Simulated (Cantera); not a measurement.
Standard-state values (1 bar) from the NASA 1993 polynomials, evaluated with Cantera. Values are per mole of reaction as written; species without (g) are pure solids or liquids, kept so even where they would boil at 1 bar.

a) 0.8 Ta + O2(g) → 0.4 Ta2O5
b) 2 Ti + O2(g) → 2 TiO(g)
c) 2 C + O2(g) → 2 CO(g)

**Question.** Order these by ΔG° at 2773 K, most negative first.

**Answer.** c (-699 kJ), a (-381 kJ), b (-345 kJ)
